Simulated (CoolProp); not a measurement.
Vapour-liquid equilibrium of R22 (1) + R152A (2) at 253.6 K; x and y are mole fractions of (1).

Model: multi-fluid Helmholtz-energy mixture model, Kamei 1995 and Outcalt 1996; pair parameters Bell 2016, in CoolProp.

**Question.** Give the bubble pressure and the first vapour's composition at x = 0.125, 0.8, 0.875. Is there an azeotrope?

**Answer.** x = 0.125: 0.1349 MPa, y = 0.199; x = 0.8: 0.2188 MPa, y = 0.895; x = 0.875: 0.2302 MPa, y = 0.939. No azeotrope shows between x = 0.05 and 0.95.

Pair parameters are fitted to limited data, so mixtures are less certain than the pure fluids.
